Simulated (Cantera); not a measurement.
A closed system holds: 1 mol Cr, 0.49 mol N2O, held at 2423 K and 0.350 bar.

Cantera equilibrium calculation (NASA polynomials, part measured and part estimated; ideal gas, pure solids and liquids). Mutual solubility and eutectic melting of coexisting phases are not modelled. Equilibrium is a limit: real reactors are often held back by kinetics, nucleation or transport.

| species | before | after |
|---|---|---|
| N2 | 0.855 | 0.667 |
| O2 | 1.74e-7 | 0.295 |
| NO | 1.90e-5 | 0.0218 |
| Cr | 0.137 | 2.91e-6 |
| CrO2 | 0.000162 | 0.00586 |
| CrO3 | 1.06e-8 | 0.000497 |
| NO2 | <1e-9 | 1.49e-5 |
| O | 6.90e-6 | 0.00900 |
| CrO | 0.00827 | 0.000229 |
| Cr(l), mol | 0.593 | 0 |
| Cr2O3(s), mol | 0.162 | 0.408 |
Gas species are given as mole fractions.

**Question.** What was changed between the two runs?
(A) N2O from 0.49 to 19 mol
(B) pressure from 0.350 bar to 1 atm
(C) temperature from 2423 K to 2748 K
(D) pressure from 0.350 bar to 13.3 mbar

**Answer.** A, N2O from 0.49 to 19 mol
